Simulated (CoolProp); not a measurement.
CH3F (R41) at several states: Z from the reference equation and from simpler models built on Tc = 317.3 K, pc = 5.906 MPa, ω = 0.200; each cubic takes its own stable root.

Values from CoolProp's reference Helmholtz-energy equation of state, Lemmon 2006. It is a short technical equation, of lower accuracy than the large ones.

```json
[
 {"T (K)": "136.6", "p (MPa)": "2.46", "phase": "liquid", "reference": "0.07405"},
 {"T (K)": "284.2", "p (MPa)": "0.087", "phase": "gas", "reference": "0.9916"},
 {"T (K)": "326.8", "p (MPa)": "0.476", "phase": "gas", "reference": "0.9708"},
 {"T (K)": "176.3", "p (MPa)": "0.707", "phase": "liquid", "reference": "0.01785"}
]
```

Problem. How far does each simpler model (van der Waals, Redlich-Kwong, Soave-Redlich-Kwong, Peng-Robinson) lie from the reference over these 4 states: mean and median of the absolute difference, and the worst?

Solution. 
- van der Waals: mean 45.6 %, median 45.3 %, worst +91.4 % at 136.6 K and 2.46 MPa
- Redlich-Kwong: mean 14.5 %, median 14.4 %, worst +28.8 % at 136.6 K and 2.46 MPa
- Soave-Redlich-Kwong: mean 13.6 %, median 13.3 %, worst +27.7 % at 136.6 K and 2.46 MPa
- Peng-Robinson: mean 6.5 %, median 6.0 %, worst +13.8 % at 136.6 K and 2.46 MPa
